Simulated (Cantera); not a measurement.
## Abatement and gas-phase synthesis: HI + O₂ + H₂

Feed: 1 mol HI, 2.1 mol O₂, 6.3 mol H₂, equilibrated at 1248 K.

Method: chemical equilibrium by Gibbs-energy minimisation in Cantera with the NASA 1993 tables (ideal gas, pure condensed phases). Candidate condensed phases: H₂O, I₂; 12 gas species. The ideal-gas law is rough above about 30 bar. Rates play no part.

| P (Pa) | x H₂O | x H₂ | x HI | x I | x I₂ | x H |
|---|---|---|---|---|---|---|
| 10 | 0.541 | 0.330 | 0.00897 | 0.120 | 1.17e-5 | 2.68e-5 |
| 120 | 0.546 | 0.325 | 0.0265 | 0.103 | 0.000104 | 7.68e-6 |
| 1400 | 0.555 | 0.313 | 0.0607 | 0.0703 | 0.000563 | 2.21e-6 |
| 17000 | 0.566 | 0.301 | 0.0983 | 0.0333 | 0.00154 | 6.22e-7 |
| 210000 | 0.572 | 0.294 | 0.120 | 0.0117 | 0.00234 | 1.75e-7 |
| 2500000 | 0.574 | 0.292 | 0.128 | 0.00363 | 0.00268 | 5.04e-8 |
| 30000000 | 0.575 | 0.291 | 0.130 | 0.00107 | 0.00279 | 1.45e-8 |
x: gas mole fraction; nothing condenses.

From 10.0 Pa to 3.00e7 Pa nothing is condensed.
